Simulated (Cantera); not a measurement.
Charge: 1 mol AlCl3, 180 mol NH3, 2.1 mol H2, held at 1148.15 K and 0.190 bar.

Cantera equilibrium calculation (NASA polynomials, part measured and part estimated; ideal gas, pure solids and liquids). Candidate condensed phases: Al, AlCl3, AlN, NH4Cl; 20 gas species. Equilibrium is a limit: real reactors are often held back by kinetics, nucleation or transport.

Base state: H2 0.745, N2 0.246, HCl 0.00819, AlCl3 2.27e-5, NH3 1.49e-5 (mole fractions); condensed: AlN(s).

Task: What changes in the equilibrium state with this change: AlCl3 replaced by Al?

Result: 
```tsv
species	before	after
H2	0.745	0.752
N2	0.246	0.248
NH3	1.49e-5	1.52e-5
HCl	0.00819	0
AlCl3	2.27e-5	0
AlN(s), mol	0.992	1.00
```
